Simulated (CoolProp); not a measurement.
Methanol along the isotherm 552 K: density (kg/m³) from the reference equation and from simpler models built on Tc = 513.4 K, pc = 8216 kPa, ω = 0.565; each cubic takes its own stable root.

Model: reference Helmholtz-energy equation of state, de Reuck 1993, in CoolProp.

```tsv
p (kPa)	phase	reference
4560	gas	37.70
9130	supercritical	100.3
13700	supercritical	264.0
18300	supercritical	405.1
22800	supercritical	457.7
27400	supercritical	491.5
32000	supercritical	516.1
36500	supercritical	535.2
41100	supercritical	551.4
```

### Question
How far does each simpler model (ideal gas, Redlich-Kwong, Soave-Redlich-Kwong) lie from the reference over these 9 states: mean and median of the absolute difference, and the worst?

### Answer
- ideal gas: mean 52.0 %, median 56.7 %, worst -68.5 % at 552 K and 18300 kPa
- Redlich-Kwong: mean 19.4 %, median 26.7 %, worst -27.0 % at 552 K and 27400 kPa
- Soave-Redlich-Kwong: mean 23.9 %, median 30.0 %, worst -32.9 % at 552 K and 18300 kPa
